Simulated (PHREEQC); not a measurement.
# Metal-bearing waste water: speciation

A solution holds 0.02 mol/kgw MnSO4, 4.6e-05 mol/kgw HCl and 0.0098 mol/kgw NaCl, at 25 °C. Closed to the air; pH follows from the charge balance.

Model: ion-association model, phreeqc.dat, run in PHREEQC.

Each row changes one thing in this solution. No solid was allowed to form.

```tsv
case	pH	ionic strength (mol/kgw)	SI of Halite (NaCl)
as made	4.61	0.0639	-5.80
HCl left out	6.48	0.0639	-5.80
MnSO4 left out	4.38	0.00985	-5.67
temperature from 25 to 70 °C	4.80	0.0545	-5.83
temperature from 25 to 75 °C	4.83	0.0537	-5.84
0.0082 mol/kgw Cd(NO3)2 added	4.59	0.0799	-5.88
```

Constants without temperature data keep their 25 °C values here.
